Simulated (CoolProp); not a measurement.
Vapour-liquid equilibrium of CH2F2 (R32) (1) + R125 (2) at 0.326 bar; x and y are mole fractions of (1).

Values from CoolProp's multi-fluid Helmholtz-energy mixture model, Tillner-Roth 1997 and Lemmon 2005; pair parameters Lemmon 2004.

| x | bubble temperature, mixture model (°C) | bubble temperature, Raoult's law (°C) | y, mixture model | y, Raoult's law |
|---|---|---|---|---|
| 0.05 | -68.9 | -68.9 | 0.063 | 0.059 |
| 0.125 | -69.3 | -69.1 | 0.156 | 0.146 |
| 0.2 | -69.6 | -69.3 | 0.245 | 0.231 |
| 0.275 | -70.0 | -69.6 | 0.330 | 0.313 |
| 0.35 | -70.3 | -69.8 | 0.409 | 0.392 |
| 0.425 | -70.6 | -70.0 | 0.485 | 0.470 |
| 0.5 | -70.9 | -70.2 | 0.556 | 0.545 |
| 0.575 | -71.1 | -70.4 | 0.623 | 0.619 |
| 0.65 | -71.3 | -70.7 | 0.688 | 0.690 |
| 0.725 | -71.5 | -70.9 | 0.751 | 0.760 |
| 0.8 | -71.6 | -71.1 | 0.814 | 0.828 |
| 0.875 | -71.7 | -71.3 | 0.879 | 0.894 |
| 0.95 | -71.7 | -71.5 | 0.948 | 0.958 |

The largest gap from Raoult's law is -0.7 K in bubble temperature, at x = 0.575. y crosses x between x = 0.875 and 0.95: the model has an azeotrope there.

The pair parameters rest on a limited set of measurements; away from them the model extrapolates.
